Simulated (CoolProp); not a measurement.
Properties of hexamethyldisiloxane (MM) along the isotherm 581.7 K (Tc = 518.7 K, pc = 1.931 MPa, ω = 0.418).

Model: reference Helmholtz-energy equation of state, Thol 2016, in CoolProp.

| p (MPa) | phase | Joule-Thomson coefficient (K/MPa) | isothermal compressibility (1/MPa) |
|---|---|---|---|
| 1.38 | gas | 7.876 | 0.8944 |
| 2.76 | supercritical | 9.653 | 0.5921 |
| 4.14 | supercritical | 6.301 | 0.3173 |
| 5.52 | supercritical | 2.463 | 0.1045 |
| 6.9 | supercritical | 1.307 | 0.05518 |
| 8.28 | supercritical | 0.8041 | 0.03657 |
| 9.66 | supercritical | 0.5257 | 0.02715 |
| 11 | supercritical | 0.3532 | 0.02166 |
| 12.4 | supercritical | 0.2283 | 0.01786 |
| 13.8 | supercritical | 0.1371 | 0.01519 |
| 15.2 | supercritical | 0.06761 | 0.01321 |
| 16.6 | supercritical | 0.01280 | 0.01168 |
| 17.9 | supercritical | -0.02865 | 0.01055 |
| 19.3 | supercritical | -0.06573 | 0.009558 |
